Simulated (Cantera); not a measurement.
Charge: 1 mol SiHCl₃, 71 mol N₂, held at 650 °C and 67.0 mbar.

Cantera equilibrium calculation (NASA polynomials, part measured and part estimated; ideal gas, pure solids and liquids). Candidate condensed phases: NH₄Cl, Si, Si₃N₄; 28 gas species. N₂ is the only nitrogen source here; it is nearly inert below about 1500 K, so the nitride shown seldom forms there in practice. Kinetics and transport are ignored.

Base state: N₂ 0.980, HCl 0.0124, SiCl₄ 0.00730, H₂ 0.000746 (mole fractions); condensed: Si₃N₄(s).

Question: What changes in the equilibrium state with this change: temperature from 650 °C to 1302 °C?

Answer: 
```csv
species,before,after
N₂,0.980,0.974
HCl,0.0124,0.0119
SiCl₂,9.60e-9,0.0107
SiCl₄,0.00730,0.000707
Cl,<1e-9,4.98e-5
SiCl₃,1.32e-6,0.00170
"Si₃N₄(s), mol",0.158,0.0159
```
The tables' values for SiCl₃ are old estimates; treat these amounts as uncertain.
